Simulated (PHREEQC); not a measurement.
0.33 g of hydrous ferric oxide (600 m²/g; 0.2 weak and 0.005 strong sites per Fe, Dzombak-Morel constants, diffuse double layer) in 1 kg of water with 0.005 mol/kgw of an inert sodium salt and 2.9e-06 mol Na2SO4, 0.00023 mol SrCl2 and 0.0002 mol CuCl2, at 25 °C; the pH is set by adding NaOH or the inert anion's acid. Oxygen alone is held at its pressure in air (log pO2 = -0.68). No CO2 enters from the air. No solid was allowed to form.

Base run: PHREEQC, ion-association model, wateq4f.dat. Each further column changes one thing. The table gives Cu sorbed (%).

```tsv
pH	base	no electrostatic term (-no_edl)	background salt from 0.005 to 0.0005 mol/kgw	oxide from 0.33 to 1.7 g/kgw
4	2.7	4.3	2.4	12.7
4.67	14.4	___	13.0	52.7
5.33	50.6	81.7	46.3	91.1
6	88.4	98.8	86.1	99.3
6.67	98.5	99.9	98.2	99.9
7.33	99.4	100.0	99.3	100.0
8.67	99.2	99.4	99.2	100.0
9.33	98.2	93.9	98.1	99.9
10	91.9	53.0	91.6	99.9
10.67	71.5	___	72.0	99.9
11.33	54.5	1.3	___	___
12	35.4	0.1	38.5	99.2
```

Question: Fill in the missing entries.

Answer: 
- 4.67, no electrostatic term (-no_edl): 25.3
- 10.67, no electrostatic term (-no_edl): 10.7
- 11.33, background salt from 0.005 to 0.0005 mol/kgw: 57.4
- 11.33, oxide from 0.33 to 1.7 g/kgw: 99.8

In at least one series the solution becomes supersaturated in solids that the run did not let form, among them Cu(OH)2. The database's constant for dissolved Cu(OH)2 is higher than later reviews accept.
